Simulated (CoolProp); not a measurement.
Vapour-liquid equilibrium of R125 (1) + R227EA (2) at 307.1 K; x and y are mole fractions of (1).

The numbers come from the multi-fluid Helmholtz-energy mixture model, Lemmon 2005 and Lemmon 2016; pair parameters Bell 2016 in CoolProp.

```
x     bubble pressure, mixture model (kPa)  bubble pressure, Raoult's law (kPa)  y, mixture model  y, Raoult's law
----  ------------------------------------  -----------------------------------  ----------------  ---------------
0.05                                 641.5                                649.7             0.108            0.133
0.2                                  793.0                                820.7             0.363            0.422
0.35                                 951.8                                991.7             0.546            0.611
0.5                                   1117                                 1163             0.686            0.745
0.65                                  1290                                 1334             0.798            0.844
0.8                                   1472                                 1505             0.892            0.921
0.95                                  1665                                 1676             0.974            0.982
```

The largest gap from Raoult's law is -4.0 % in bubble pressure, at x = 0.35. No azeotrope shows between x = 0.05 and 0.95.

Pair parameters are fitted to limited data, so mixtures are less certain than the pure fluids.
